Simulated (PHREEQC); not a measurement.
PHREEQC input (ion-association model, wateq4f.dat):

```
SOLUTION 1
  temp 25
  units mol/kgw
  pH 7 charge
  Cl 0.0114
  Ca 0.0057
END
SELECTED_OUTPUT 1
  -reset false
  -pH true
  -pe true
  -ionic_strength true
  -water true
  -totals Ca Cd Cl I Li
  -molalities H+ Ca+2 Cd+2 Cl- I- Li+ CaOH+ O2 OH- CdCl+
    CdCl2 CdCl3- CdOH+ Cd(OH)2 Cd(OH)3- Cd(OH)4-2 Cd2OH+3 CdOHCl CdI+ CdI2
  -equilibrium_phases Cd(OH)2 Portlandite CdOHCl
PRINT
  -reset false
USE solution 1
REACTION 1
  LiI 1
  0 0.0417 0.0833 0.125 0.167 0.208 0.25 0.292 0.333 0.375 0.417 0.458 0.5 moles
EQUILIBRIUM_PHASES 1
  Cd(OH)2 0 0.1
  Portlandite 0 0
  CdOHCl 0 0
  O2(g) -0.68 10
END
```

Selected output (columns that matter, 10 of 13 rows; LiI added (mol) added in front):

```
LiI added (mol)	pH	mu	Cd	I	Li	m_H+	m_Ca+2	m_Cd+2	m_Cl-	m_I-	m_Li+	m_OH-	m_CdCl+	Cd(OH)2
0	9.4721	0.017129	2.1785e-05	0	0	3.7673e-10	0.0056981	8.5444e-06	0.011388	0	0	3.392e-05	5.5101e-06	0.099978
0.0417	9.6691	0.058825	3.2746e-05	0.0417	0.0417	2.5288e-10	0.0056976	4.7365e-06	0.011394	0.04167	0.0417	5.8288e-05	2.2112e-06	0.099967
0.125	9.8558	0.14212	5.1767e-05	0.125	0.125	1.7183e-10	0.0056969	2.5931e-06	0.011397	0.12492	0.125	9.7379e-05	9.2247e-07	0.099948
0.167	9.9145	0.18412	6.0277e-05	0.167	0.167	1.5203e-10	0.0056967	2.1184e-06	0.011398	0.16691	0.167	0.00011454	6.9846e-07	0.09994
0.208	9.9611	0.22512	6.8139e-05	0.208	0.208	1.379e-10	0.0056964	1.79e-06	0.011398	0.20789	0.208	0.00013031	5.5905e-07	0.099932
0.292	10.037	0.30911	8.3291e-05	0.292	0.292	1.1765e-10	0.005696	1.3347e-06	0.011398	0.29186	0.292	0.00016057	3.8818e-07	0.099917
0.333	10.067	0.35011	9.0347e-05	0.333	0.333	1.1033e-10	0.0056958	1.1751e-06	0.011399	0.33284	0.333	0.00017462	3.3458e-07	0.09991
0.375	10.095	0.39211	9.7405e-05	0.375	0.375	1.0395e-10	0.0056956	1.0389e-06	0.011399	0.37483	0.375	0.00018865	2.9137e-07	0.099903
0.458	10.144	0.47511	0.00011096	0.458	0.458	9.3716e-11	0.0056952	8.2741e-07	0.011399	0.4578	0.458	0.00021556	2.2874e-07	0.099889
0.5	10.166	0.51711	0.00011767	0.5	0.5	8.9422e-11	0.005695	7.4179e-07	0.011399	0.49978	0.5	0.00022885	2.0486e-07	0.099882
```
